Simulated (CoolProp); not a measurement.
R410A along the isotherm 247.7 K: density (kg/m³) from the reference equation and from simpler models built on Tc = 344.5 K, pc = 4.901 MPa, ω = 0.296; each cubic takes its own stable root.

Values from CoolProp's reference Helmholtz-energy equation of state, Lemmon 2003. It is a pseudo-pure fit of the blend.

| p (MPa) | phase | reference |
|---|---|---|
| 0.545 | liquid | 1265 |
| 0.817 | liquid | 1266 |
| 1.09 | liquid | 1267 |
| 1.36 | liquid | 1268 |
| 1.63 | liquid | 1268 |
| 1.91 | liquid | 1269 |
| 2.18 | liquid | 1270 |
| 2.45 | liquid | 1271 |

Question: How far does each simpler model (van der Waals, Redlich-Kwong) lie from the reference over these 8 states: mean and median of the absolute difference, and the worst?

Answer: 
- van der Waals: mean 64.4 %, median 44.8 %, worst -98.4 % at 247.7 K and 0.545 MPa
- Redlich-Kwong: mean 20.2 %, median 20.2 %, worst -20.4 % at 247.7 K and 0.545 MPa

At some of these states van der Waals gives the other phase, because its saturation line lies elsewhere.
